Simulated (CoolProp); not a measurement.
Vapour pressure (MPa) of CHF3 (R23): the reference equation beside estimates from Tc = 26.1 °C, pc = 4.832 MPa, ω = 0.263.

The numbers come from the reference Helmholtz-energy equation of state, Penoncello 2003 in CoolProp.

| T (°C) | reference | van der Waals | Peng-Robinson |
|---|---|---|---|
| -120.15 | 0.005797 | 0.1558 | [?] |
| -113.85 | 0.01039 | 0.2026 | 0.01044 |
| -107.45 | 0.01784 | 0.2596 | 0.01786 |
| -101.15 | 0.02902 | 0.3258 | 0.02897 |
| -94.85 | 0.04534 | [?] | 0.04520 |
| -88.55 | 0.06839 | 0.4913 | 0.06811 |
| -82.25 | [?] | 0.5922 | 0.09951 |
| -75.95 | 0.1421 | 0.7061 | [?] |
| -69.65 | 0.1971 | 0.8336 | 0.1962 |
| -63.35 | [?] | 0.9755 | [?] |
| -57.05 | 0.3556 | 1.132 | 0.3544 |
| -50.65 | [?] | 1.308 | 0.4653 |
| -44.35 | 0.5993 | 1.496 | 0.5987 |

Problem. Complete the blanks.

Solution. 
- -120.15, Peng-Robinson: 0.005849
- -94.85, van der Waals: 0.4028
- -82.25, reference: 0.09997
- -75.95, Peng-Robinson: 0.1415
- -63.35, reference: 0.2674
- -63.35, Peng-Robinson: 0.2663
- -50.65, reference: 0.4664

Absolute difference from the reference over all 13 rows, mean and median: van der Waals 788.3 and 492.4 %, Peng-Robinson 0.4 and 0.4 %.
